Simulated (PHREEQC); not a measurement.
**Copper plating or etch bath (model solution)**

A solution holds 0.0067 mol/kgw Cu(NO3)2 and 0.039 mol/kgw H3BO3, at 25 °C. Closed to the air; pH follows from the charge balance.

All values are PHREEQC results (ion-association model, wateq4f.dat), not measurements.

Each row changes one thing in this solution. This is a speciation only: nothing precipitates in the calculation.

```
case                                      pH  Cu2(OH)2+2 (mol/kgw)  CuOH+ (mol/kgw)  Cu(OH)2 (mol/kgw)  SI of Tenorite (CuO)  SI of Cu(OH)2 (Cu(OH)2)
--------------------------------------  ----  --------------------  ---------------  -----------------  --------------------  -----------------------
as made                                 4.83               5.50e-6          3.09e-6            3.78e-7                 -0.36                    -1.38
diluted 10-fold with water              5.35               8.19e-7          1.30e-6                  …                 -0.17                    -1.19
H3BO3 left out                          4.85               5.96e-6          3.22e-6            4.10e-7                 -0.33                    -1.35
H3BO3 from 0.039 to 0.0039 mol/kgw      4.85               5.91e-6          3.20e-6            4.06e-7                 -0.33                    -1.35
Cu(NO3)2 from 0.0067 to 0.0134 mol/kgw     …               9.36e-6          3.87e-6            3.14e-7                 -0.44                    -1.46
diluted 100-fold with water                …                     …          3.87e-7            4.90e-7                 -0.25                    -1.27
temperature from 25 to 40 °C            4.66               1.03e-5          2.07e-6                  …                 -0.17                    -1.19
```

Task: Complete the blanks.

Result: 
- diluted 10-fold with water, Cu(OH)2 (mol/kgw): 5.84e-7
- Cu(NO3)2 from 0.0067 to 0.0134 mol/kgw, pH: 4.67
- diluted 100-fold with water, pH: 5.79
- diluted 100-fold with water, Cu2(OH)2+2 (mol/kgw): 6.78e-8
- temperature from 25 to 40 °C, Cu(OH)2 (mol/kgw): 1.71e-7

Species that the database lacks are ignored. At this temperature some constants are extrapolated from 25 °C, and those without enthalpy data are left unchanged.
